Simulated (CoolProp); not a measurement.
R141b along the isobar 4310 kPa: density (kg/m³) from the reference equation and from simpler models built on Tc = 204.4 °C, pc = 4212 kPa, ω = 0.220; each cubic takes its own stable root.

Computed with CoolProp (reference Helmholtz-energy equation of state, Lemmon 2006). It is a short technical equation, of lower accuracy than the large ones.

```tsv
T (°C)	phase	reference
25.45	liquid	1242
47.75	liquid	1199
70.15	liquid	1154
92.55	liquid	1106
114.95	liquid	1053
137.35	liquid	994.0
159.75	liquid	923.8
182.05	liquid	831.6
226.85	supercritical	203.7
```

Question: How far does each simpler model (van der Waals, Redlich-Kwong, Soave-Redlich-Kwong, Peng-Robinson) lie from the reference over these 9 states: mean and median of the absolute difference, and the worst?

Answer: 
- van der Waals: mean 33.2 %, median 37.1 %, worst -38.1 % at 25.45 °C and 4310 kPa
- Redlich-Kwong: mean 11.6 %, median 11.5 %, worst -18.4 % at 182.05 °C and 4310 kPa
- Soave-Redlich-Kwong: mean 9.2 %, median 8.6 %, worst -15.9 % at 182.05 °C and 4310 kPa
- Peng-Robinson: mean 3.2 %, median 3.3 %, worst -5.6 % at 182.05 °C and 4310 kPa
